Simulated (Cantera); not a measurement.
## Ignition delay

Mixture: 32.1 % CO, 12.2 % H2, 11.7 % O2, 44.0 % N2, at 1.01 bar, adiabatic and at constant volume. Ignition delay is the time to a rise of 400 K.

Cantera simulation using GRI-Mech 3.0 (53 species, 325 reactions); the numbers are that mechanism's predictions, not measurements. Where the delays flatten at high temperature, the 400 K rule measures the pace of heat release, not the induction time.

```json
[
 {"T0 (K)": "1075", "delay (ms)": "0.147"},
 {"T0 (K)": "1175", "delay (ms)": "0.0735"},
 {"T0 (K)": "1275", "delay (ms)": "0.0462"},
 {"T0 (K)": "1375", "delay (ms)": "0.0332"},
 {"T0 (K)": "1475", "delay (ms)": "0.0263"},
 {"T0 (K)": "1575", "delay (ms)": "0.0227"},
 {"T0 (K)": "1675", "delay (ms)": "0.0211"},
 {"T0 (K)": "1775", "delay (ms)": "0.0212"},
 {"T0 (K)": "1875", "delay (ms)": "0.0226"},
 {"T0 (K)": "1975", "delay (ms)": "0.0248"}
]
```
